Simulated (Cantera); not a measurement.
Input: 1 mol SiH₂Cl₂, 0.054 mol Cl₂, 110 mol H₂, at 552 °C and 0.100 bar.

Equilibrium computed with Cantera from the NASA thermochemical tables; the gas is ideal and each condensed phase is pure. Candidate condensed phases: Si; 19 gas species. Equilibrium is a limit: real reactors are often held back by kinetics, nucleation or transport.

Base state: H₂ 0.994, SiCl₄ 0.00259, SiHCl₃ 0.00225, HCl 0.00141, SiH₂Cl₂ 0.000166 (mole fractions); condensed: Si(s).

What changes in the equilibrium state with this change: SiH₂Cl₂ replaced by Si₂Cl₆?


```json
[
 {"species": "H₂", "before": "0.994", "after": "0.983"},
 {"species": "SiCl₄", "before": "0.00259", "after": "0.00884"},
 {"species": "SiHCl₃", "before": "0.00225", "after": "0.00563"},
 {"species": "SiCl₃", "before": "8.08e-6", "after": "2.03e-5"},
 {"species": "SiH₂Cl₂", "before": "0.000166", "after": "0.000303"},
 {"species": "HCl", "before": "0.00141", "after": "0.00191"},
 {"species": "Si(s), mol", "before": "0.440", "after": "0.351"}
]
```
The feed counts by its element totals alone. The tables' values for SiCl₃ are old estimates; treat these amounts as uncertain.

What changes in the equilibrium state with this change: temperature from 552 °C to 1300 °C?


```csv
species,before,after
H₂,0.994,0.982
HCl,0.00141,0.0168
SiCl₂,2.22e-6,0.000976
SiCl₄,0.00259,1.87e-7
H,<1e-9,0.000128
SiHCl₃,0.00225,1.45e-6
SiH₂Cl₂,0.000166,1.85e-6
"Si(s), mol",0.440,0.889
```

What changes in the equilibrium state with this change: H₂ from 110 to 930 mol?


```tsv
species	before	after
H₂	0.994	0.999
HCl	0.00141	0.000704
SiHCl₃	0.00225	0.000278
SiCl₄	0.00259	0.000159
SiH₂Cl₂	0.000166	4.12e-5
Si(s), mol	0.440	0.552
```
